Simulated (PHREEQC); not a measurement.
## Sulfide liquor: an equilibrium model

Dissolve 0.32 mmol/kgw H2S, 0.05 mmol/kgw NaOH and 76 mmol/kgw FeCl2 at 30 °C. Closed to the air; pH follows from the charge balance.

The numbers come from PHREEQC with the ion-association model, phreeqc.dat.

This is a speciation only: nothing precipitates in the calculation.

What pH, density does the model give?

pH 4.63; density 1.004 g/cm³.

In which forms is Cl present?

Cl- 97 %, FeCl+ 2.9 % of the Cl.

The solution is supersaturated, for example in Mackinawite, FeS(ppt), so a real one may precipitate; this is no full list. Complexes and solids missing from the database can't appear.
